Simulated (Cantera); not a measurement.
Input: 1 mol Pb, 2.2 mol NH3, 2.2 mol N2, held at 1773.15 K and 4.90 bar.

Method: chemical equilibrium by Gibbs-energy minimisation in Cantera with the NASA 1993 tables (ideal gas, pure condensed phases). Candidate condensed phases: Pb; 11 gas species. The numbers say what is thermodynamically allowed, not how fast it happens.

What is the equilibrium state?


```
Property       Result
----------  ---------
x(N2)           0.477
x(H2)           0.477
x(Pb)          0.0461
x(H)          8.89e-5
x(Pb2)        8.27e-5
x(NH3)        3.44e-5
n(Pb(l))    0.680 mol
gas amount  6.920 mol
```
